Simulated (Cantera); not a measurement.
Input: 1 mol C3H8, 4 mol H2, 13 mol N2, at 450 °C.

Method: chemical equilibrium by Gibbs-energy minimisation in Cantera with the NASA 1993 tables (ideal gas, pure condensed phases). Candidate condensed phases: C, C6H6, C7H8, C8H18; 92 gas species. The ideal-gas law is rough above about 30 bar. The numbers say what is thermodynamically allowed, not how fast it happens.

What share of the C ends up in condensed phases as a function of P (Pa), at 10, 56, 320, 1800, 10000, 56000, 320000, 1800000, 10000000?


```tsv
P (Pa)	C condensed (%)	as
10	99.9	C(graphite)
56	99.7	C(graphite)
320	98.3	C(graphite)
1800	91.4	C(graphite)
10000	67.6	C(graphite)
56000	28.3	C(graphite)
320000	0.0	-
1800000	0.0	-
10000000	0.0	-
```
